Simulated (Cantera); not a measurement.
Input (Python, Cantera) and output of one run.

```python
import numpy as np
import cantera as ct

gas_names = """
    F2 CL ALF3
""".split()
cond_names = """
    ALCL3(s) ALCL3(L)
""".split()


# ... load() reads the species with a 1 bar reference pressure and builds the phases ...
species = {s.name: s for s in load("nasa_gas.yaml", gas_names) + load("nasa_condensed.yaml", cond_names)}
# Each term lists the table entries of one substance; the one whose range holds T is used.
reactions = {
    '2 AlCl3 + 3 F2(g) = 6 Cl(g) + 2 AlF3(g)':
        [(-2, ['ALCL3(s)', 'ALCL3(L)']), (-3, ['F2']), (6, ['CL']), (2, ['ALF3'])],
}


def pick(names, T):
    return next(species[n] for n in names if species[n].thermo.min_temp <= T <= species[n].thermo.max_temp)


results = []
for label, terms in reactions.items():
    print(label)
    print("     T/K   dH/kJ  dS/(J/K)   dG/kJ   log10 K")
    for T in [350, 375, 400, 425, 450, 475, 500, 525, 550, 575]:
        used = [(nu, pick(names, T)) for nu, names in terms]
        dH = sum(nu * s.thermo.h(T) for nu, s in used) / 1e6
        dS = sum(nu * s.thermo.s(T) for nu, s in used) / 1e3
        dG = dH - T * dS / 1e3
        logK = -dG * 1e6 / (ct.gas_constant * T * np.log(10))
        results.append((label, T, dH, dS, dG, logK, [s.name for _, s in used]))
        print(f"{T:8g} {dH:8.1f} {dS:8.1f} {dG:8.1f} {logK:8.2f}")
```

Result:

```
2 AlCl3 + 3 F2(g) = 6 Cl(g) + 2 AlF3(g)
     T/K   dH/kJ  dS/(J/K)   dG/kJ   log10 K
     350   -280.7    714.1   -530.6    79.19
     375   -281.3    712.4   -548.4    76.39
     400   -282.0    710.7   -566.2    73.94
     425   -282.7    708.9   -584.0    71.77
     450   -283.5    707.1   -601.7    69.84
     475   -355.4    552.6   -617.9    67.95
     500   -357.2    548.9   -631.7    65.99
     525   -359.0    545.4   -645.4    64.21
     550   -360.8    542.1   -659.0    62.58
     575   -362.6    538.9   -672.5    61.09
```

Standard-state values (1 bar) from the NASA 1993 polynomials, evaluated with Cantera. Condensed species are held in their standard states even where they would react or evaporate.
